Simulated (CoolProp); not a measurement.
Octamethylcyclotetrasiloxane (D4) along the isobar 101 kPa: fugacity coefficient from the reference equation and from simpler models built on Tc = 586.5 K, pc = 1347 kPa, ω = 0.598; each cubic takes its own stable root.

The numbers come from the reference Helmholtz-energy equation of state, Thol 2015 in CoolProp.

| T (K) | phase | reference |
|---|---|---|
| 388.6 | liquid | 0.1566 |
| 393.8 | liquid | 0.1885 |
| 399.1 | liquid | 0.2262 |
| 404.3 | liquid | 0.2687 |
| 409.5 | liquid | 0.3171 |
| 414.7 | liquid | 0.3720 |
| 420 | liquid | 0.4353 |
| 425.2 | liquid | 0.5049 |
| 430.4 | liquid | 0.5826 |
| 435.6 | liquid | 0.6689 |
| 440.8 | liquid | 0.7642 |
| 446.1 | liquid | 0.8712 |
| 451.3 | gas | 0.9303 |
| 456.5 | gas | 0.9332 |
| 461.7 | gas | 0.9359 |
| 467 | gas | 0.9385 |

Task: How far does each simpler model (Redlich-Kwong, Soave-Redlich-Kwong) lie from the reference over these 16 states: mean and median of the absolute difference, and the worst?

Result: 
- Redlich-Kwong: mean 115.5 %, median 73.5 %, worst +335.4 % at 388.6 K and 101 kPa
- Soave-Redlich-Kwong: mean 0.6 %, median 0.6 %, worst +0.9 % at 446.1 K and 101 kPa

At some of these states Redlich-Kwong gives the other phase, because its saturation line lies elsewhere.
